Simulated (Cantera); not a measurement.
Charge: 1 mol Zr, 5.4 mol N2O, 66 mol N2, at 2127 °C and 0.133 bar.

Method: chemical equilibrium by Gibbs-energy minimisation in Cantera with the NASA 1993 tables (ideal gas, pure condensed phases). Equilibrium is a limit: real reactors are often held back by kinetics, nucleation or transport.

```
species                 before    after
---------------------  -------  -------
N2                       0.972    0.977
O2                      0.0185   0.0233
NO                     0.00630  1.14e-5
O                      0.00323    <1e-9
ZrO2(tetragonal), mol    1.000        0
ZrO2(monoclinic), mol        0     1.00
```
Gas species are given as mole fractions.

Q: Which change was made?
(A) pressure from 0.133 bar to 5.80e-6 bar
(B) temperature from 2127 °C to 1425 °C
(C) temperature from 2127 °C to 725 °C
(D) pressure from 0.133 bar to 8.40 bar

A: C, temperature from 2127 °C to 725 °C
